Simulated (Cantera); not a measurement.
Cantera run, input and output.

```python
import numpy as np
import cantera as ct

gas = ct.Solution("gri30.yaml")
gas.TPX = 1200, 13332, {'CO': 0.0013, 'O2': 0.0095, 'H2O': 0.018, 'N2': 1}
reactor = ct.IdealGasConstPressureReactor(gas, energy="off", clone=False)
net = ct.ReactorNet([reactor])
net.rtol, net.atol = 1e-08, 1e-18
show = ['CO', 'O2', 'H2O', 'HO2', 'H2O2']
times = np.geomspace(0.0001, 4, 14)

steps = ct.SolutionArray(gas, extra=["t"])
rows = []
print(f"{'t/s':>10s}{'T/K':>9s}{'P/Pa':>11s}" + "".join(f"{s:>11s}" for s in show))
for t in times:
    while net.time < t:
        t_next = net.step()
        steps.append(gas.state, t=t_next)
    rows.append([np.interp(t, steps.t, y) for y in (steps.T, steps.P, *steps(*show).X.T)])
    print(f"{t:10.3e}{rows[-1][0]:9.1f}{rows[-1][1]:11.4g}" + "".join(f"{x:11.3e}" for x in rows[-1][2:]))
rate = np.gradient(steps.T, steps.t)
print("integrator steps:", len(steps.t))
if steps.T.max() > steps.T[0] + 200:
    print(f"time of steepest temperature rise: {steps.t[rate.argmax()]:.4e} s")
gas.TPX = 1200, 13332, {'CO': 0.0013, 'O2': 0.0095, 'H2O': 0.018, 'N2': 1}
gas.equilibrate("TP")
print(f"equilibrium (TP): T = {gas.T:.1f} K  " + "  ".join(f"{s} {gas[s].X[0]:.3e}" for s in show))
```

It prints:

```
       t/s      T/K       P/Pa         CO         O2        H2O        HO2       H2O2
 1.000e-04   1200.0  1.333e+04  1.264e-03  9.234e-03  1.750e-02  8.837e-13  2.300e-17
 2.259e-04   1200.0  1.333e+04  1.264e-03  9.234e-03  1.750e-02  1.994e-12  1.130e-16
 5.105e-04   1200.0  1.333e+04  1.264e-03  9.234e-03  1.750e-02  4.499e-12  5.374e-16
 1.153e-03   1200.0  1.333e+04  1.264e-03  9.234e-03  1.750e-02  1.019e-11  2.374e-15
 2.606e-03   1200.0  1.333e+04  1.264e-03  9.234e-03  1.750e-02  2.386e-11  9.305e-15
 5.889e-03   1200.0  1.333e+04  1.264e-03  9.234e-03  1.750e-02  6.658e-11  3.415e-14
 1.331e-02   1200.0  1.333e+04  1.264e-03  9.234e-03  1.750e-02  4.664e-10  2.438e-13
 3.006e-02   1200.0  1.333e+04  1.260e-03  9.232e-03  1.749e-02  6.708e-08  9.075e-11
 6.793e-02   1200.0  1.333e+04  4.588e-04  8.831e-03  1.725e-02  4.059e-07  5.613e-08
 1.535e-01   1200.0  1.333e+04  2.528e-05  8.609e-03  1.743e-02  2.516e-07  3.080e-08
 3.468e-01   1200.0  1.333e+04  2.351e-06  8.603e-03  1.749e-02  6.900e-08  7.264e-09
 7.835e-01   1200.0  1.333e+04  3.178e-07  8.605e-03  1.750e-02  1.665e-08  1.812e-09
 1.770e+00   1200.0  1.333e+04  5.373e-08  8.606e-03  1.750e-02  4.827e-09  5.533e-10
 4.000e+00   1200.0  1.333e+04  1.303e-08  8.607e-03  1.751e-02  1.688e-09  1.985e-10
integrator steps: 1206
equilibrium (TP): T = 1200.0 K  CO 6.563e-10  O2 8.585e-03  H2O 1.751e-02  HO2 3.083e-10  H2O2 1.419e-11
```

Model: GRI-Mech 3.0 (53 species, 325 reactions), integrated in Cantera.
